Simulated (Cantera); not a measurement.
Input: 1 mol SrCl2, 1.4 mol HCl, a varied amount of N2, 3.2 mol O2, held at 1850 K and 19.0 mbar.

These are equilibrium values from Cantera (NASA tables, ideal gas, pure condensed phases), not measurements of a reactor. Candidate condensed phases: H2O, NH4Cl, Sr, SrCl2, SrO, Sr(OH)2; 35 gas species. The numbers say what is thermodynamically allowed, not how fast it happens.

x: gas mole fraction; nothing condenses.

| n(N2) (mol) | x N2 | x O2 | x SrCl2 | x HCl | x Cl | x H2O |
|---|---|---|---|---|---|---|
| 2 | 0.257 | 0.395 | 0.129 | 0.117 | 0.0630 | 0.0312 |
| 2.7 | 0.318 | 0.362 | 0.119 | 0.107 | 0.0584 | 0.0288 |
| 3.8 | (withheld) | (withheld) | (withheld) | (withheld) | (withheld) | (withheld) |
| 5.2 | 0.473 | 0.278 | 0.0915 | 0.0809 | 0.0465 | 0.0229 |
| 7.2 | (withheld) | (withheld) | (withheld) | (withheld) | (withheld) | (withheld) |
| 10 | 0.633 | 0.192 | 0.0635 | 0.0548 | 0.0338 | 0.0165 |
| 14 | 0.707 | 0.153 | 0.0506 | 0.0430 | 0.0277 | 0.0135 |
| 19 | 0.766 | 0.121 | 0.0404 | 0.0337 | 0.0227 | 0.0110 |
| 27 | 0.823 | 0.0912 | 0.0305 | 0.0249 | 0.0177 | 0.00858 |
| 37 | 0.864 | 0.0695 | 0.0234 | 0.0187 | 0.0140 | 0.00675 |
| 51 | 0.897 | 0.0521 | 0.0176 | 0.0138 | 0.0109 | 0.00523 |
| 70 | 0.923 | 0.0388 | 0.0132 | 0.0100 | 0.00841 | 0.00403 |

Task: What belongs in the gaps?

Result: 
- 7.2, x N2: 0.554
- 7.2, x O2: 0.234
- 7.2, x SrCl2: 0.0773
- 7.2, x HCl: 0.0676
- 7.2, x Cl: 0.0402
- 7.2, x H2O: 0.0197
- 3.8, x N2: 0.397
- 3.8, x O2: 0.320
- 3.8, x SrCl2: 0.105
- 3.8, x HCl: 0.0937
- 3.8, x Cl: 0.0525
- 3.8, x H2O: 0.0259
